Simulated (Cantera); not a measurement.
## Adiabatic ignition

An adiabatic, constant-volume homogeneous reactor starts with 20.1 % H2, 16.8 % O2, 63.1 % N2, at 1798 K and 14300 Torr.

Detailed kinetics in Cantera: GRI-Mech 3.0 (53 species, 325 reactions). The hydrogen kinetics of GRI-Mech 3.0 are dated; newer H2 mechanisms differ, most at raised pressure. The pressure lies above the range GRI-Mech 3.0 was tuned for (to about 10 atm). Above 3000 K some thermodynamic fits are extrapolated.

```csv
t (s),T (K),P (bar),x H2,x O2,x NO,x H2O,x H,x H2O2
3.00e-6,3140,30.4,0.00964,0.0656,0.00263,0.192,0.00428,5.76e-6
6.63e-6,3135,30.4,0.00963,0.0642,0.00592,0.192,0.00422,5.66e-6
1.47e-5,3127,30.3,0.00961,0.0616,0.0118,0.193,0.00412,5.49e-6
3.24e-5,3115,30.2,0.00958,0.0582,0.0195,0.194,0.00399,5.26e-6
7.17e-5,3107,30.1,0.00958,0.0559,0.0247,0.194,0.00390,5.10e-6
0.000158,3106,30.1,0.00957,0.0555,0.0258,0.194,0.00389,5.07e-6
0.000350,3106,30.1,0.00957,0.0555,0.0258,0.194,0.00389,5.07e-6
0.000775,3106,30.1,0.00957,0.0555,0.0258,0.194,0.00389,5.07e-6
0.00171,3106,30.1,0.00957,0.0555,0.0258,0.194,0.00389,5.07e-6
0.00379,3106,30.1,0.00957,0.0555,0.0258,0.194,0.00389,5.07e-6
0.00837,3106,30.1,0.00957,0.0555,0.0258,0.194,0.00389,5.07e-6
0.0185,3106,30.1,0.00957,0.0555,0.0258,0.194,0.00389,5.07e-6
0.0409,3106,30.1,0.00957,0.0555,0.0258,0.194,0.00389,5.07e-6
0.0905,3106,30.1,0.00957,0.0555,0.0258,0.194,0.00389,5.07e-6
0.200,3106,30.1,0.00957,0.0555,0.0258,0.194,0.00389,5.07e-6
```
x: mole fraction; the columns are a selection and need not sum to one.

```yaml
time_of_steepest_temperature_rise: 0.341 µs
temperature at 0.200 s: 3106 K
equilibrium_temperature: 3106 K
x(H2) at 0.200 s: 0.00957 (gas-phase equilibrium 0.00957)
x(O2) at 0.200 s: 0.0555 (gas-phase equilibrium 0.0555)
x(NO) at 0.200 s: 0.0258 (gas-phase equilibrium 0.0258)
```
